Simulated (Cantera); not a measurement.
Charge: 1 mol SiH₂Cl₂, 5.2 mol O₂, 98 mol H₂, at 100000 Pa.

These are equilibrium values from Cantera (NASA tables, ideal gas, pure condensed phases), not measurements of a reactor. Candidate condensed phases: H₂O, Si, SiO₂; 30 gas species. The tables hold silica as quartz up to 1696 K and as liquid above; real silica turns to tridymite and cristobalite and melts near 1996 K. Gases not in the tables: Si(OH)₄. Kinetics and transport are ignored.

Question: Which condensed phases are stable at each of these points (T (K)): 1248, 1298, 1348, 1398, 1448, 1498, 1548, 1598, 1648, 1698?

Answer: 
```tsv
T (K)	condensed phases	Si condensed (%)
1248	SiO₂(β-quartz)	100.0
1298	SiO₂(β-quartz)	100.0
1348	SiO₂(β-quartz)	100.0
1398	SiO₂(β-quartz)	100.0
1448	SiO₂(β-quartz)	100.0
1498	SiO₂(β-quartz)	100.0
1548	SiO₂(β-quartz)	100.0
1598	SiO₂(β-quartz)	100.0
1648	SiO₂(β-quartz)	100.0
1698	SiO₂(condensed)	100.0
```

From 1248 K to 1648 K the condensed part is SiO₂(β-quartz). At 1698 K the condensed part is SiO₂(condensed).
